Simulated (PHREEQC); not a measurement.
Dissolve 6.8 mmol/kgw Pb(NO3)2 and 0.58 mmol/kgw Cu(NO3)2 at 45 °C. Closed to the air; pH follows from the charge balance.

The numbers come from PHREEQC with the ion-association model, wateq4f.dat.

Each row changes one thing in this solution. No solid was allowed to form.

```json
[
 {"case": "as made", "pH": "5.00", "ionic strength (mol/kgw)": "0.0207", "NO3- (mol/kgw)": "0.0141"},
 {"case": "Pb(NO3)2 from 0.0068 to 0.00136 mol/kgw", "pH": "[?]", "ionic strength (mol/kgw)": "0.00571", "NO3- (mol/kgw)": "0.00383"},
 {"case": "Cu(NO3)2 from 0.00058 to 0.00087 mol/kgw", "pH": "[?]", "ionic strength (mol/kgw)": "0.0216", "NO3- (mol/kgw)": "0.0146"},
 {"case": "Cu(NO3)2 replaced by CuCl2 at the same molality", "pH": "5.01", "ionic strength (mol/kgw)": "0.0205", "NO3- (mol/kgw)": "0.0130"},
 {"case": "Cu(NO3)2 replaced by LiNO3 at the same molality", "pH": "5.03", "ionic strength (mol/kgw)": "0.0196", "NO3- (mol/kgw)": "0.0135"},
 {"case": "Cu(NO3)2 replaced by CuSO4 at the same molality", "pH": "5.01", "ionic strength (mol/kgw)": "0.0203", "NO3- (mol/kgw)": "0.0130"},
 {"case": "Pb(NO3)2 left out", "pH": "5.24", "ionic strength (mol/kgw)": "0.00174", "NO3- (mol/kgw)": "0.00116"},
 {"case": "Cu(NO3)2 from 0.00058 to 5.8e-05 mol/kgw", "pH": "5.03", "ionic strength (mol/kgw)": "0.0192", "NO3- (mol/kgw)": "0.0131"},
 {"case": "temperature from 45 to 65 °C", "pH": "[?]", "ionic strength (mol/kgw)": "0.0208", "NO3- (mol/kgw)": "0.0141"}
]
```

Q: What belongs in the gaps?

A: 
- Pb(NO3)2 from 0.0068 to 0.00136 mol/kgw, pH: 5.17
- Cu(NO3)2 from 0.00058 to 0.00087 mol/kgw, pH: 4.98
- temperature from 45 to 65 °C, pH: 4.94

Some of these states are supersaturated (in Pb(OH)2, Anglesite, Larnakite, for instance). Constants without temperature data keep their 25 °C values here.
